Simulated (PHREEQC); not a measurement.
0.19 g of hydrous ferric oxide (600 m²/g; 0.2 weak and 0.005 strong sites per Fe, Dzombak-Morel constants, diffuse double layer) in 1 kg of water with 0.1 mol/kgw of an inert sodium salt and 1.1e-05 mol/kgw PbCl2, at 25 °C; the pH is set by adding NaOH or the inert anion's acid. Oxygen is held at 0.21 atm. The system is closed to CO2. Precipitation was switched off in this run.

The numbers come from PHREEQC with the ion-association model, wateq4f.dat.

**Question.** Predict surface charge σ (C/m²), surface potential ψ (mV) at pH = 6.33, 7, 9.67.

**Answer.** 
| pH | surface charge σ (C/m²) | surface potential ψ (mV) |
|---|---|---|
| 6.33 | 0.088 | 82 |
| 7 | 0.047 | 54 |
| 9.67 | -0.067 | -70 |

The oxide is taken as insoluble; below pH 4 it would dissolve.
